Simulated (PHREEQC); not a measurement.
Solution (25 °C): 0.25 mol K2CO3, 0.00043 mol Fe(NO3)3 and 4.5e-05 mol CO2 per kg of water. Closed to the air; pH follows from the charge balance.

Computed with PHREEQC (ion-association model, phreeqc.dat).

```
Item                       Value
-----------------  -------------
pH                         11.41
ionic strength     0.744 mol/kgw
activity of water          0.987
density              1.027 g/cm³
total alkalinity      499 meq/kg
```

```json
[
 {"species": "K+", "molality": "0.500", "activity": "0.308", "log γ": "-0.210"},
 {"species": "CO3-2", "molality": "0.244", "activity": "0.0492", "log γ": "-0.696"},
 {"species": "HCO3-", "molality": "0.00608", "activity": "0.00408", "log γ": "-0.174"},
 {"species": "OH-", "molality": "0.00428", "activity": "0.00257", "log γ": "-0.221"},
 {"species": "NO3-", "molality": "0.00129", "activity": "0.000746", "log γ": "-0.238"},
 {"species": "Fe(OH)4-", "molality": "0.000429", "activity": "0.000287", "log γ": "-0.174"},
 {"species": "Fe(OH)3", "molality": "1.05e-6", "activity": "1.24e-6", "log γ": "0.074"},
 {"species": "CO2", "molality": "3.04e-8", "activity": "3.61e-8", "log γ": "0.074"}
]
```

This is a speciation only: nothing precipitates in the calculation. The solution is supersaturated, for example in Fe(OH)3(a), Hematite (slow to form), so a real one may precipitate; this is no full list. The ionic strength is past about 0.7 mol/kgw, beyond the range of this activity model, so the values are rough. Complexes and solids missing from the database can't appear.
